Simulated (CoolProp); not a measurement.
Vapour-liquid equilibrium of dimethyl ether (1) + methanol (2) at 241.2 K; x and y are mole fractions of (1).

Values from CoolProp's multi-fluid Helmholtz-energy mixture model, Wu 2011 and de Reuck 1993; pair parameters Bell 2016.

Question: Give the bubble pressure and the first vapour's composition at x = 0.05, 0.2, 0.95. Is there an azeotrope?

Answer: x = 0.05: 0.009697 MPa, y = 0.960; x = 0.2: 0.03070 MPa, y = 0.988; x = 0.95: 0.06997 MPa, y = 0.998. No azeotrope shows between x = 0.05 and 0.95.

Pair parameters are fitted to limited data, so mixtures are less certain than the pure fluids. With so large a gap from Raoult's law the liquid may split in two, which this calculation doesn't test in full.
